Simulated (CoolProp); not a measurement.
Vapour-liquid equilibrium of n-heptane (1) + ethylbenzene (2) at 8.31 bar; x and y are mole fractions of (1).

Model: multi-fluid Helmholtz-energy mixture model, Span 2003 and Zhou 2012; pair parameters Bell 2016, in CoolProp.

```json
[
 {"x": "0.05", "bubble temperature (K)": "506.0", "y at the bubble point": "0.098", "dew temperature at overall composition x (K)": "508.0", "liquid density (mol/L)": "6.044"},
 {"x": "0.2", "bubble temperature (K)": "495.6", "y at the bubble point": "0.334", "dew temperature at overall composition x (K)": "501.6", "liquid density (mol/L)": "5.906"},
 {"x": "0.35", "bubble temperature (K)": "487.4", "y at the bubble point": "0.510", "dew temperature at overall composition x (K)": "494.9", "liquid density (mol/L)": "5.755"},
 {"x": "0.5", "bubble temperature (K)": "480.6", "y at the bubble point": "0.649", "dew temperature at overall composition x (K)": "487.8", "liquid density (mol/L)": "5.599"},
 {"x": "0.65", "bubble temperature (K)": "474.8", "y at the bubble point": "0.766", "dew temperature at overall composition x (K)": "480.5", "liquid density (mol/L)": "5.441"},
 {"x": "0.8", "bubble temperature (K)": "469.7", "y at the bubble point": "0.871", "dew temperature at overall composition x (K)": "473.2", "liquid density (mol/L)": "5.287"},
 {"x": "0.95", "bubble temperature (K)": "465.2", "y at the bubble point": "0.968", "dew temperature at overall composition x (K)": "466.0", "liquid density (mol/L)": "5.139"}
]
```

No azeotrope shows between x = 0.05 and 0.95.

Pair parameters are fitted to limited data, so mixtures are less certain than the pure fluids.
